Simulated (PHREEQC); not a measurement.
Na2CO3 is added in steps, without added water, to 1 kg of water holding 2.9 mmol/kgw HF, 18 mmol/kgw KF and 2.9 mmol/kgw H2SO4, at 65 °C. Oxygen alone is held at its pressure in air (log pO2 = -0.68). CO2 from the air is kept out. The run lets Mirabilite, Nahcolite, Natron precipitate or redissolve, and no other solid.

Base run: PHREEQC, ion-association model, wateq4f.dat. Each further column changes one thing. The table gives pH.

| Na2CO3 added (mol) | base | HF replaced by AgF at the same molality | H2SO4 from 0.0029 to 0.00261 mol/kgw | no solid may form |
|---|---|---|---|---|
| 0 | 3.63 | 3.89 | 3.68 | 3.63 |
| 0.00094 | 3.79 | 4.11 | 3.85 | 3.79 |
| 0.00141 | 3.89 | 4.25 | 3.95 | 3.89 |
| 0.00235 | 4.10 | 4.70 | 4.18 | 4.10 |
| 0.00282 | 4.24 | 5.19 | 4.34 | 4.24 |
| 0.00376 | 4.66 | 6.17 | 4.90 | 4.66 |
| 0.00423 | 5.07 | 6.46 | 5.42 | 5.07 |
| 0.00517 | 5.92 | 7.07 | 6.11 | 5.92 |
| 0.00564 | 6.16 | 7.55 | 6.33 | 6.16 |
| 0.00658 | 6.54 | 8.07 | 6.73 | 6.54 |
| 0.00705 | 6.73 | 8.40 | 6.96 | 6.73 |
| 0.00799 | 7.21 | 8.85 | 7.73 | 7.21 |
| 0.00846 | 7.61 | 8.99 | 8.30 | 7.61 |
| 0.0094 | 8.51 | 9.17 | 8.78 | 8.51 |

Constants without temperature data keep their 25 °C values here. Solids allowed in the column 'HF replaced by AgF at the same molality': Ag2O, Ag2CO3, Ag2SO4, Mirabilite, Nahcolite, Natron.
